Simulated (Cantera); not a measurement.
An isothermal, constant-pressure homogeneous reactor starts with 12.2 % N₂O, 0.0305 % H₂, 87.8 % N₂, at 1225 K and 0.550 bar.

Cantera simulation using GRI-Mech 3.0 (53 species, 325 reactions); the numbers are that mechanism's predictions, not measurements. GRI-Mech 3.0 was tuned for natural gas; its chemistry of N2O as a main component is partial and can be far from experiment. The mechanism lacks the step 2 NO + O2 → 2 NO2, which can matter for NO2 below about 1400 K. The temperature is held fixed by assumption; the heat of reaction is taken as removed at once.

x: mole fraction; the columns are a selection and need not sum to one.

```tsv
t (s)	x N₂O	x H₂	x HO₂	x H	x OH	x H₂O₂
5.00e-6	0.122	0.000305	<1e-12	3.48e-10	4.77e-10	<1e-12
1.26e-5	0.122	0.000305	3.10e-12	1.69e-9	3.33e-9	<1e-12
3.16e-5	0.122	0.000305	5.39e-11	6.34e-9	2.28e-8	<1e-12
7.93e-5	0.122	0.000305	8.43e-10	1.77e-8	1.34e-7	<1e-12
0.000199	0.122	0.000304	1.03e-8	4.13e-8	5.92e-7	3.07e-12
0.000501	0.122	0.000302	8.95e-8	9.07e-8	1.89e-6	7.97e-11
0.00126	0.122	0.000291	?	?	?	?
0.00316	0.122	0.000244	1.00e-6	2.45e-7	7.43e-6	6.29e-9
0.00795	0.121	0.000146	8.68e-7	1.46e-7	7.22e-6	5.40e-9
0.0200	0.120	?	?	?	?	?
0.0502	0.118	8.57e-6	1.53e-7	7.88e-9	3.10e-6	4.99e-10
0.126	0.113	3.42e-7	5.15e-8	3.35e-9	2.41e-6	2.50e-10
0.317	0.102	4.10e-9	2.31e-8	3.17e-9	2.44e-6	2.46e-10
0.796	0.0796	3.44e-9	1.08e-8	2.88e-9	2.38e-6	2.33e-10
2.00	0.0446	2.69e-9	5.50e-9	2.08e-9	2.12e-6	1.86e-10
```

Problem. What belongs in the gaps?

Solution. 
- 0.00126, x HO₂: 4.74e-7
- 0.00126, x H: 1.83e-7
- 0.00126, x OH: 4.52e-6
- 0.00126, x H₂O₂: 1.27e-9
- 0.0200, x H₂: 5.10e-5
- 0.0200, x HO₂: 4.58e-7
- 0.0200, x H: 4.09e-8
- 0.0200, x OH: 5.04e-6
- 0.0200, x H₂O₂: 1.98e-9
